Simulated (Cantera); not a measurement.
**Si + CO₂ + H₂ + N₂O (thermal oxidation and active oxidation of silicon)**

Charge: 1 mol Si, 0.24 mol CO₂, a varied amount of H₂, 0.024 mol N₂O, held at 1702 °C and 0.100 bar.

These are equilibrium values from Cantera (NASA tables, ideal gas, pure condensed phases), not measurements of a reactor. Candidate condensed phases: C, C₆H₆, C₇H₈, C₈H₁₈, H₂O, Si, SiC, SiO₂, Si₂N₂O, Si₃N₄; 151 gas species. Mutual solubility and eutectic melting of coexisting phases are not modelled. Gases not in the tables: Si₂H₆ and higher silanes. Equilibrium is a limit: real reactors are often held back by kinetics, nucleation or transport.

| n(H₂) (mol) | x H₂ | x SiO | x H | x CO | x N₂ | x Si | x SiH₂ | x SiH | n Si(l) | n SiC(s) |
|---|---|---|---|---|---|---|---|---|---|---|
| 32 | 0.979 | 0.0120 | 0.00428 | 0.00342 | 0.000726 | 0.000323 | 9.00e-5 | 7.28e-5 | 0.463 | 0.128 |
| 40 | 0.982 | 0.00966 | 0.00429 | 0.00274 | 0.000581 | 0.000323 | 9.03e-5 | 7.29e-5 | 0.459 | 0.127 |
| 49 | 0.985 | 0.00791 | 0.00429 | 0.00224 | 0.000475 | 0.000323 | 9.05e-5 | 7.30e-5 | 0.455 | 0.127 |
| 60 | 0.986 | 0.00647 | 0.00430 | 0.00184 | 0.000388 | 0.000323 | 9.07e-5 | 7.31e-5 | 0.449 | 0.127 |
| 74 | 0.988 | 0.00525 | 0.00430 | 0.00149 | 0.000314 | 0.000323 | 9.08e-5 | 7.31e-5 | 0.442 | 0.127 |
| 91 | 0.989 | 0.00428 | 0.00430 | 0.00121 | 0.000255 | 0.000323 | 9.10e-5 | 7.32e-5 | 0.434 | 0.126 |
| 110 | 0.990 | 0.00354 | 0.00431 | 0.00101 | 0.000211 | 0.000323 | 9.11e-5 | 7.32e-5 | 0.425 | 0.126 |
| 140 | 0.991 | 0.00279 | 0.00431 | 0.000791 | 0.000165 | 0.000323 | 9.11e-5 | 7.33e-5 | 0.410 | 0.125 |
| 170 | 0.992 | 0.00230 | 0.00431 | 0.000652 | 0.000136 | 0.000323 | 9.12e-5 | 7.33e-5 | 0.395 | 0.125 |
| 210 | 0.993 | 0.00186 | 0.00431 | 0.000528 | 0.000110 | 0.000323 | 9.13e-5 | 7.33e-5 | 0.375 | 0.124 |
| 250 | 0.993 | 0.00156 | 0.00431 | 0.000444 | 9.19e-5 | 0.000323 | 9.13e-5 | 7.33e-5 | 0.355 | 0.123 |
| 310 | 0.993 | 0.00126 | 0.00431 | 0.000358 | 7.38e-5 | 0.000323 | 9.13e-5 | 7.33e-5 | 0.325 | 0.122 |
x: gas mole fraction; n: condensed amount in mol.

From 32 mol H₂ to 310 mol H₂ the condensed part is Si(l) + SiC(s). The main Si-bearing gas is SiO throughout. The share of Si in condensed phases is highest at 32 mol H₂ (59.1 %) and lowest at 310 mol H₂ (44.8 %).
